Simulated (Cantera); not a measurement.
A perfectly stirred reactor is fed with CH4 : O2 : N2 = 1 : 2.3 : 8.64 (molar parts), equivalence ratio 0.87, at 5.20 bar; it is adiabatic with a 650 K inlet, and is followed from long to short residence time, starting on the burning branch (τ in s: 0.035, 0.017, 0.0086, 0.0042, 0.0021, 0.001, 0.00052, 0.00026, 0.00013, 6.3e-05, 3.1e-05, 1.5e-05, 7.6e-06).

Computed with Cantera and GRI-Mech 3.0 (53 species, 325 reactions).

x: mole fraction; the columns are a selection and need not sum to one.

| τ (s) | T (K) | x CH4 | x O2 | x C2H | x NO2 | x H | x CH2CO | x OH |
|---|---|---|---|---|---|---|---|---|
| 0.035 | 2335 | 1.64e-6 | 0.0246 | <1e-12 | (withheld) | 0.000186 | 2.78e-10 | 0.00421 |
| 0.017 | 2335 | 3.27e-6 | 0.0251 | 2.18e-12 | (withheld) | 0.000198 | 6.04e-10 | 0.00431 |
| 0.0086 | 2333 | 6.19e-6 | 0.0256 | 7.62e-12 | (withheld) | 0.000218 | 1.32e-9 | 0.00444 |
| 0.0042 | 2328 | 1.18e-5 | 0.0262 | 2.63e-11 | (withheld) | 0.000257 | 3.16e-9 | 0.00465 |
| 0.0021 | 2318 | 2.15e-5 | 0.0268 | 7.85e-11 | (withheld) | 0.000331 | 7.67e-9 | 0.00498 |
| 0.0010 | 2300 | 3.90e-5 | 0.0277 | 2.18e-10 | (withheld) | 0.000478 | 1.99e-8 | 0.00550 |
| 0.00052 | 2277 | 6.41e-5 | 0.0289 | 4.73e-10 | (withheld) | 0.000707 | 4.50e-8 | 0.00609 |
| 0.00026 | 2242 | 0.000108 | 0.0306 | 9.84e-10 | (withheld) | 0.00110 | 1.03e-7 | 0.00679 |
| 0.00013 | 2197 | 0.000184 | 0.0329 | 1.95e-9 | (withheld) | 0.00168 | 2.30e-7 | 0.00745 |
| 6.3e-5 | 2138 | 0.000337 | 0.0361 | 4.05e-9 | (withheld) | 0.00250 | 5.48e-7 | 0.00788 |
| 3.1e-5 | 2065 | 0.000672 | 0.0409 | 9.09e-9 | (withheld) | 0.00335 | 1.48e-6 | 0.00771 |
| 1.5e-5 | 1944 | 0.00204 | 0.0520 | 3.16e-8 | (withheld) | 0.00328 | 8.41e-6 | 0.00549 |
| 7.6e-6 | 650 | 0.0838 | 0.193 | <1e-12 | <1e-12 | <1e-12 | <1e-12 | <1e-12 |

Problem. Complete the blanks.

Solution. 
- 0.035, x NO2: 2.52e-6
- 0.017, x NO2: 1.82e-6
- 0.0086, x NO2: 1.25e-6
- 0.0042, x NO2: 8.26e-7
- 0.0021, x NO2: 5.68e-7
- 0.0010, x NO2: 3.99e-7
- 0.00052, x NO2: 2.98e-7
- 0.00026, x NO2: 2.17e-7
- 0.00013, x NO2: 1.54e-7
- 6.3e-5, x NO2: 1.04e-7
- 3.1e-5, x NO2: 6.73e-8
- 1.5e-5, x NO2: 3.29e-8
